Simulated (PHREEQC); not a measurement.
Alkaline etch or developer (model solution)

Consider water at 20 °C with 0.11 mol/kgw CsOH, 0.00058 mol/kgw Na2SiO3 and 0.0049 mol/kgw Na2CO3. Closed to the air; pH follows from the charge balance.

Equilibrium calculation in PHREEQC: ion-association model, wateq4f.dat.

No solid was allowed to form.

Q: Predict the pH.

A: pH 13.09.

Q: In which forms is Si present?

A: H2SiO4-2 55 %, H3SiO4- 45 % of the Si.
